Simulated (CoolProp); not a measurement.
Properties of ammonia along the isotherm 419.3 K.

Values from CoolProp's reference Helmholtz-energy equation of state, Gao 2020.

| p (kPa) | phase | density (kg/m³) | cp (kJ/(kg K)) | expansivity (1/kK) | Prandtl number |
|---|---|---|---|---|---|
| 10000 | gas | 77.74 | 6.172 | 10.90 | 1.46 |
| 20000 | supercritical | 375.2 | 8.157 | 10.63 | 1.67 |
| 30000 | supercritical | 429.7 | 5.910 | 5.312 | 1.24 |
| 40000 | supercritical | 459.3 | 5.264 | 3.883 | 1.12 |
| 50000 | supercritical | 480.4 | 4.935 | 3.176 | 1.05 |
| 60000 | supercritical | 497.1 | 4.730 | 2.741 | 1.01 |
| 70000 | supercritical | 511.1 | 4.587 | 2.441 | 0.981 |
| 80000 | supercritical | 523.2 | 4.481 | 2.218 | 0.959 |
| 90000 | supercritical | 533.8 | 4.399 | 2.045 | 0.943 |
| 100000 | supercritical | 543.4 | 4.332 | 1.906 | 0.929 |

The peak of cp marks the crossing from liquid-like to gas-like fluid above the critical point.

Viscosity comes from a separate model (Fenghour 1995). Thermal conductivity comes from a separate model (Tufeu 1984).
